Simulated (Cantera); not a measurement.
An adiabatic, constant-pressure homogeneous reactor starts with 13.2 % H2, 16.5 % O2, 62.1 % N2, 0.304 % NO, 7.92 % H2O, at 1175 K and 1000000 Pa.

Cantera simulation using GRI-Mech 3.0 (53 species, 325 reactions); the numbers are that mechanism's predictions, not measurements. The hydrogen kinetics of GRI-Mech 3.0 are dated; newer H2 mechanisms differ, most at raised pressure. The mechanism lacks 2 NO + O2 → 2 NO2 and HONO, so NO2 and the effect of NO are under-described below about 1400 K.

x: mole fraction; the columns are a selection and need not sum to one.

```json
[
 {"t (s)": "3.00e-6", "T (K)": "1175", "x H2": "0.132", "x O2": "0.165", "x NO": "0.00304", "x HO2": "9.95e-8", "x OH": "…"},
 {"t (s)": "7.98e-6", "T (K)": "1175", "x H2": "0.132", "x O2": "0.165", "x NO": "0.00304", "x HO2": "8.80e-7", "x OH": "…"},
 {"t (s)": "2.12e-5", "T (K)": "1178", "x H2": "0.132", "x O2": "0.165", "x NO": "0.00285", "x HO2": "8.49e-5", "x OH": "…"},
 {"t (s)": "5.64e-5", "T (K)": "2081", "x H2": "0.000172", "x O2": "0.105", "x NO": "0.00311", "x HO2": "7.41e-6", "x OH": "…"},
 {"t (s)": "0.000150", "T (K)": "2084", "x H2": "0.000117", "x O2": "0.105", "x NO": "0.00312", "x HO2": "6.23e-6", "x OH": "0.00216"},
 {"t (s)": "0.000399", "T (K)": "2084", "x H2": "0.000117", "x O2": "0.105", "x NO": "0.00312", "x HO2": "6.23e-6", "x OH": "0.00216"},
 {"t (s)": "0.00106", "T (K)": "2084", "x H2": "0.000117", "x O2": "0.105", "x NO": "0.00313", "x HO2": "6.23e-6", "x OH": "0.00216"},
 {"t (s)": "0.00282", "T (K)": "2084", "x H2": "0.000117", "x O2": "0.105", "x NO": "0.00315", "x HO2": "6.23e-6", "x OH": "0.00216"},
 {"t (s)": "0.00751", "T (K)": "2083", "x H2": "0.000117", "x O2": "0.105", "x NO": "0.00320", "x HO2": "6.23e-6", "x OH": "0.00216"},
 {"t (s)": "0.0200", "T (K)": "2083", "x H2": "0.000116", "x O2": "0.105", "x NO": "0.00332", "x HO2": "6.22e-6", "x OH": "0.00215"},
 {"t (s)": "0.0531", "T (K)": "2082", "x H2": "0.000116", "x O2": "0.105", "x NO": "0.00364", "x HO2": "6.20e-6", "x OH": "0.00214"},
 {"t (s)": "0.141", "T (K)": "2081", "x H2": "0.000115", "x O2": "0.105", "x NO": "0.00432", "x HO2": "6.15e-6", "x OH": "0.00213"},
 {"t (s)": "0.376", "T (K)": "2079", "x H2": "0.000113", "x O2": "0.104", "x NO": "0.00536", "x HO2": "6.07e-6", "x OH": "0.00210"},
 {"t (s)": "1.00", "T (K)": "2077", "x H2": "0.000112", "x O2": "0.104", "x NO": "0.00602", "x HO2": "6.03e-6", "x OH": "0.00209"}
]
```

Question: What belongs in the gaps?

Answer: 
- 3.00e-6, x OH: 4.32e-9
- 7.98e-6, x OH: 3.76e-8
- 2.12e-5, x OH: 4.24e-6
- 5.64e-5, x OH: 0.00257
